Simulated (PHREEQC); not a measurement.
Solution (40 °C): 0.0017 mol ZnCl2 and 0.00038 mol FeSO4 per kg of water. Closed to the air; pH follows from the charge balance.

The numbers come from PHREEQC with the ion-association model, phreeqc.dat.

**Question.** The ionic strength comes out as 0.00626 mol/kgw. What activity coefficients do ZnOH+, Cl-, ZnCl+, Fe+2, H+ get?

**Answer.** ZnOH+ 0.92, Cl- 0.92, ZnCl+ 0.92, Fe+2 0.72, H+ 0.92.

Precipitation was switched off in this run. At this temperature some constants are extrapolated from 25 °C, and those without enthalpy data are left unchanged.
